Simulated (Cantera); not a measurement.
Cu + HF + H2 (aluminium and copper etching)

Charge: 1 mol Cu, a varied amount of HF, 1.9 mol H2, equilibrated at 1448 K and 0.0315 Torr.

Cantera equilibrium calculation (NASA polynomials, part measured and part estimated; ideal gas, pure solids and liquids). Candidate condensed phases: Cu, CuF2; 15 gas species. The numbers say what is thermodynamically allowed, not how fast it happens.

From 2 mol HF to 8.3 mol HF the condensed part is Cu(l). From 9.9 mol HF to 15 mol HF nothing is condensed. The main Cu-bearing gas is Cu throughout.

```tsv
n(HF) (mol)	x HF	x H2	x Cu	x CuF	n Cu(l)
2	0.471	0.448	0.0790	0.000695	0.662
3.6	0.601	0.318	0.0790	0.00105	0.521
5.2	0.672	0.247	0.0790	0.00134	0.380
6.8	0.717	0.201	0.0790	0.00158	0.238
8.3	0.747	0.172	0.0790	0.00178	0.104
9.9	0.772	0.149	0.0762	0.00190	0
12	0.804	0.128	0.0653	0.00183	0
13	0.816	0.120	0.0611	0.00180	0
15	0.837	0.107	0.0541	0.00173	0
```
x: gas mole fraction; n: condensed amount in mol.
